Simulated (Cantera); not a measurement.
**N2O furnace oxynitridation**

A perfectly stirred reactor is fed with 33.3 % N₂O, 0.117 % H₂, 66.6 % N₂, at 0.0133 bar; it is held at 1450 K, and followed from long to short residence time.

Model: GRI-Mech 3.0 (53 species, 325 reactions), integrated in Cantera. GRI-Mech 3.0 was tuned for natural gas; its chemistry of N2O as a main component is partial and can be far from experiment. Radical loss at walls, strong at low pressure, is not modelled. The temperature is held fixed by assumption; the heat of reaction is taken as removed at once.

```tsv
τ (s)	x N₂O	x H₂	x NO	x NO₂	x O	x H₂O₂
4.8	0.101	9.82e-6	0.0409	2.96e-5	4.07e-5	4.95e-11
1.4	0.199	3.11e-5	0.0237	5.35e-5	4.11e-5	9.78e-11
0.38	0.281	9.66e-5	0.00903	7.14e-5	4.10e-5	5.05e-10
0.11	0.315	0.000252	0.00287	5.26e-5	4.05e-5	3.45e-9
0.031	0.328	0.000560	0.000820	1.71e-5	3.90e-5	1.19e-8
0.0087	0.331	0.000930	0.000225	2.18e-6	3.62e-5	1.22e-8
0.0025	0.333	0.00112	5.67e-5	7.03e-8	3.13e-5	1.81e-9
```
x: mole fraction; the columns are a selection and need not sum to one.
